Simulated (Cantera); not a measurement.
SrCl₂ + HCl + N₂ (halide evaporation, hydrolysis and transport)

Feed: 1 mol SrCl₂, 3.4 mol HCl, 19 mol N₂, at 18.0 Pa.

Equilibrium computed with Cantera from the NASA thermochemical tables; the gas is ideal and each condensed phase is pure. Candidate condensed phases: NH₄Cl, Sr, SrCl₂; 15 gas species. The numbers say what is thermodynamically allowed, not how fast it happens.

At 1023 K the condensed part is SrCl₂(s). At 1173 K the condensed part is SrCl₂(l). From 1323 K to 2073 K nothing is condensed. The main Sr-bearing gas is SrCl₂ throughout.

| T (K) | log p N₂ | log p HCl | log p Cl | log p SrCl₂ | log p H | log p H₂ | n SrCl₂(s) | n SrCl₂(l) |
|---|---|---|---|---|---|---|---|---|
| 1023 | -3.82 | -4.56 | -8.56 | -8.30 | -12.81 | -8.85 | 0.999 | 0 |
| 1173 | -3.82 | -4.57 | -7.60 | -6.21 | -10.88 | -7.90 | 0 | 0.924 |
| 1323 | -3.84 | -4.58 | -6.87 | -5.11 | -9.39 | -7.18 | 0 | 0 |
| 1473 | -3.84 | -4.59 | -6.29 | -5.11 | -8.19 | -6.59 | 0 | 0 |
| 1623 | -3.84 | -4.61 | -5.81 | -5.12 | -7.22 | -6.13 | 0 | 0 |
| 1773 | -3.84 | -4.66 | -5.43 | -5.12 | -6.43 | -5.77 | 0 | 0 |
| 1923 | -3.85 | -4.74 | -5.13 | -5.13 | -5.79 | -5.54 | 0 | 0 |
| 2073 | -3.86 | -4.90 | -4.90 | -5.15 | -5.30 | -5.43 | 0 | 0 |
log p: log10 of the partial pressure in bar; n: condensed amount in mol.
